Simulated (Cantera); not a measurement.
An isothermal, constant-pressure homogeneous reactor starts with H2 : O2 = 0.058 : 1 (molar parts), equivalence ratio 0.029, at 1025 K and 1330 Pa.

Cantera simulation using the H2/O2 subset of GRI-Mech 3.0, which has no nitrogen chemistry; the numbers are that mechanism's predictions, not measurements. Radical loss at walls, strong at low pressure, is not modelled. The temperature is held fixed by assumption; the heat of reaction is taken as removed at once.

x: mole fraction; the columns are a selection and need not sum to one.

```json
[
 {"t (s)": "6.00e-6", "x H2": "0.0548", "x O2": "0.945", "x H2O2": "<1e-12", "x H": "5.73e-12", "x O": "<1e-12"},
 {"t (s)": "1.91e-5", "x H2": "0.0548", "x O2": "0.945", "x H2O2": "<1e-12", "x H": "1.73e-11", "x O": "1.45e-12"},
 {"t (s)": "6.05e-5", "x H2": "0.0548", "x O2": "0.945", "x H2O2": "<1e-12", "x H": "4.90e-11", "x O": "1.31e-11"},
 {"t (s)": "0.000192", "x H2": "0.0548", "x O2": "0.945", "x H2O2": "<1e-12", "x H": "1.44e-10", "x O": "1.08e-10"},
 {"t (s)": "0.000610", "x H2": "0.0548", "x O2": "0.945", "x H2O2": "<1e-12", "x H": "8.79e-10", "x O": "1.21e-9"},
 {"t (s)": "0.00194", "x H2": "0.0548", "x O2": "0.945", "x H2O2": "1.97e-12", "x H": "1.07e-7", "x O": "1.66e-7"},
 {"t (s)": "0.00615", "x H2": "0.0133", "x O2": "0.921", "x H2O2": "3.28e-7", "x H": "0.0140", "x O": "0.0157"},
 {"t (s)": "0.0195", "x H2": "[?]", "x O2": "0.928", "x H2O2": "1.05e-7", "x H": "[?]", "x O": "[?]"},
 {"t (s)": "0.0620", "x H2": "0.000119", "x O2": "0.941", "x H2O2": "1.01e-7", "x H": "0.000317", "x O": "0.00255"},
 {"t (s)": "0.197", "x H2": "1.26e-5", "x O2": "0.943", "x H2O2": "7.00e-8", "x H": "1.15e-5", "x O": "0.000283"},
 {"t (s)": "0.625", "x H2": "1.32e-6", "x O2": "0.944", "x H2O2": "3.22e-8", "x H": "4.43e-7", "x O": "3.23e-5"},
 {"t (s)": "1.98", "x H2": "1.84e-7", "x O2": "0.944", "x H2O2": "1.19e-8", "x H": "2.62e-8", "x O": "4.89e-6"},
 {"t (s)": "6.30", "x H2": "3.46e-8", "x O2": "0.944", "x H2O2": "4.06e-9", "x H": "2.36e-9", "x O": "9.83e-7"},
 {"t (s)": "20.0", "x H2": "8.05e-9", "x O2": "0.944", "x H2O2": "1.35e-9", "x H": "2.81e-10", "x O": "2.38e-7"}
]
```

Task: Complete the blanks.

Result: 
- 0.0195, x H2: 0.000630
- 0.0195, x H: 0.00398
- 0.0195, x O: 0.0130
